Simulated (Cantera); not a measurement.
A closed system holds: 1 mol CH3Cl, equilibrated at 2923.15 K and 0.100 bar.

These are equilibrium values from Cantera (NASA tables, ideal gas, pure condensed phases), not measurements of a reactor. Candidate condensed phases: C, C6H6, C7H8, C8H18; 91 gas species. Rates play no part.

### Question
What is the equilibrium state?

### Answer
```json
{
 "x(H2)": "0.341",
 "x(HCl)": "0.280",
 "x(H)": "0.229",
 "x(Cl)": "0.129",
 "x(C2H2 (acetylene))": "0.0169",
 "x(C2H)": "0.00174",
 "x(C3)": "0.00134",
 "x(C4H2)": "0.000348",
 "x(C2HCl)": "0.000285",
 "n(C(graphite))": "0.892 mol",
 "gas_amount": "2.443 mol"
}
```
